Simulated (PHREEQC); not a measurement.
**Copper plating or etch bath**

Consider water at 60 °C with 0.0027 mol/kgw Cu(NO3)2, 0.0015 mol/kgw HNO3 and 0.0017 mol/kgw NaCl. Closed to the air; pH follows from the charge balance.

All values are PHREEQC results (ion-association model, phreeqc.dat), not measurements.

This is a speciation only: nothing precipitates in the calculation.

### Question
What pH does the model give?

### Answer
pH 2.87.

### Question
In which forms is Cu present?

### Answer
Cu+2 99 %, CuCl+ 1.3 % of the Cu.

Away from 25 °C the constants follow the database's enthalpies or fits; those with neither stay at their 25 °C values.
